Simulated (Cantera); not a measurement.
Charge: 1 mol B, 1.4 mol O2, 3.3 mol H2, held at 1325 K and 39.8 Torr.

Cantera equilibrium calculation (NASA polynomials, part measured and part estimated; ideal gas, pure solids and liquids). Candidate condensed phases: B, B2O3, B3O3H3, H2O; 23 gas species. Gases not in the tables: H3BO3. Rates play no part.

Base state: H2 0.603, H2O 0.386, HBO2 0.0111, (HBO2)3 0.000419 (mole fractions); condensed: B2O3(l).

### Question
What changes in the equilibrium state with this change: pressure from 39.8 Torr to 203 Torr?

### Answer
```json
[
 {"species": "H2", "before": "0.603", "after": "0.605"},
 {"species": "H2O", "before": "0.386", "after": "0.389"},
 {"species": "HBO2", "before": "0.0111", "after": "0.00496"},
 {"species": "(HBO2)3", "before": "0.000419", "after": "0.000960"},
 {"species": "B2O3(l), mol", "before": "0.479", "after": "0.487"}
]
```

### Question
What changes in the equilibrium state with this change: B replaced by borazine?

### Answer
```json
[
 {"species": "H2", "before": "0.603", "after": "0.869"},
 {"species": "N2", "before": "0", "after": "0.128"},
 {"species": "H2O", "before": "0.386", "after": "0.00139"},
 {"species": "HBO2", "before": "0.0111", "after": "0.000668"},
 {"species": "(HBO2)3", "before": "0.000419", "after": "9.05e-8"},
 {"species": "HBO", "before": "2.78e-6", "after": "6.67e-5"},
 {"species": "B2O3(l), mol", "before": "0.479", "after": "0.927"},
 {"species": "BN(s), mol", "before": "0", "after": "1.14"}
]
```
The feed counts by its element totals alone. Mutual solubility and eutectic melting of coexisting phases are not modelled. Further candidate phases: BN.
